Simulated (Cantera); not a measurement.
## CCl₄ + CH₄ + H₂ (fluorocarbon and chlorocarbon gases)

Input: 1 mol CCl₄, 0.28 mol CH₄, 2 mol H₂, at 750 Torr.

Cantera equilibrium calculation (NASA polynomials, part measured and part estimated; ideal gas, pure solids and liquids). Candidate condensed phases: C, C₆H₆, C₇H₈, C₈H₁₈; 91 gas species. The numbers say what is thermodynamically allowed, not how fast it happens.

From 1773 K to 2423 K the condensed part is C(graphite). The main C-bearing gas is C₂H₂ (acetylene) throughout.

```
T (K)  log p HCl  log p H₂  log p Cl  log p H  log p C₂H₂ (acetylene)  n C(graphite)
-----  ---------  --------  --------  -------  ----------------------  -------------
1773       -0.06     -0.91     -3.26    -4.00                   -4.76           1.28
1823       -0.06     -0.91     -3.08    -3.82                   -4.58           1.28
1873       -0.06     -0.91     -2.91    -3.64                   -4.42           1.28
1923       -0.06     -0.91     -2.75    -3.48                   -4.25           1.28
1973       -0.06     -0.91     -2.60    -3.32                   -4.10           1.28
2023       -0.06     -0.91     -2.46    -3.17                   -3.96           1.28
2073       -0.06     -0.91     -2.32    -3.03                   -3.82           1.28
2123       -0.06     -0.90     -2.19    -2.90                   -3.68           1.28
2173       -0.06     -0.90     -2.07    -2.77                   -3.56           1.28
2223       -0.07     -0.90     -1.95    -2.64                   -3.44           1.28
2273       -0.07     -0.90     -1.84    -2.52                   -3.32           1.28
2323       -0.07     -0.89     -1.73    -2.41                   -3.21           1.27
2373       -0.08     -0.89     -1.63    -2.30                   -3.10           1.27
2423       -0.08     -0.88     -1.54    -2.19                   -2.99           1.27
```
log p: log10 of the partial pressure in bar; n: condensed amount in mol.
